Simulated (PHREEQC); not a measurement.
Make-up at 25 °C: 2.2 mmol/kgw Al2(SO4)3. Closed to the air; pH follows from the charge balance.

The numbers come from PHREEQC with the ion-association model, wateq4f.dat.

No solid was allowed to form.

Problem. Order these Al species by the share of Al that they hold, largest first: Al(OH)2+, AlSO4+, Al(SO4)2-, AlOH+2, Al+3.

Solution. AlSO4+ (69 %), Al+3 (24 %), Al(SO4)2- (4.4 %), AlOH+2 (2.0 %), Al(OH)2+ (0.15 %)

The pH is 4.12 and the ionic strength 0.0129 mol/kgw. Saturation is exceeded, for instance for Basaluminite, Gibbsite (slow to form); the values hold only as long as no solid forms.
